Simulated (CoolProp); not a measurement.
Vapour-liquid equilibrium of R1234yf (1) + R1234ze(E) (2) at 13 bar; x and y are mole fractions of (1).

The numbers come from the multi-fluid Helmholtz-energy mixture model, Lemmon 2022 and Thol 2016; pair parameters Bell 2022 in CoolProp.

Q: Give the bubble temperature and the first vapour's composition at x = 0.45, 0.85, 0.95. Is there an azeotrope?

A: x = 0.45: 328.5 K, y = 0.494; x = 0.85: 324.5 K, y = 0.870; x = 0.95: 323.6 K, y = 0.957. No azeotrope shows between x = 0.05 and 0.95.

The pair parameters rest on a limited set of measurements; away from them the model extrapolates.
